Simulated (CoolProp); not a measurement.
Vapour-liquid equilibrium of R134a (1) + R124 (2) at -43.65 °C; x and y are mole fractions of (1).

Model: multi-fluid Helmholtz-energy mixture model, Tillner-Roth 1994 and de Vries 1995; pair parameters Bell 2016, in CoolProp.

```
x     bubble pressure, mixture model (bar)  bubble pressure, Raoult's law (bar)  y, mixture model  y, Raoult's law
----  ------------------------------------  -----------------------------------  ----------------  ---------------
0.05                                0.2303                               0.2258             0.110            0.093
0.15                                0.2581                               0.2463                 …            0.257
0.25                                     …                               0.2669             0.421            0.395
0.35                                0.3070                               0.2875             0.530            0.513
0.45                                0.3284                               0.3081             0.621            0.615
0.55                                0.3481                               0.3287             0.700            0.705
0.65                                0.3664                               0.3492             0.771            0.784
0.75                                0.3833                               0.3698             0.838            0.854
0.85                                     …                               0.3904             0.902            0.917
0.95                                     …                               0.4110             0.967            0.974
```

Some entries are withheld; supply them.


- 0.15, y, mixture model: 0.286
- 0.25, bubble pressure, mixture model (bar): 0.2836
- 0.85, bubble pressure, mixture model (bar): 0.3992
- 0.95, bubble pressure, mixture model (bar): 0.4142

The largest gap from Raoult's law is +6.8 % in bubble pressure, at x = 0.35. No azeotrope shows between x = 0.05 and 0.95.

Pair parameters are fitted to limited data, so mixtures are less certain than the pure fluids.
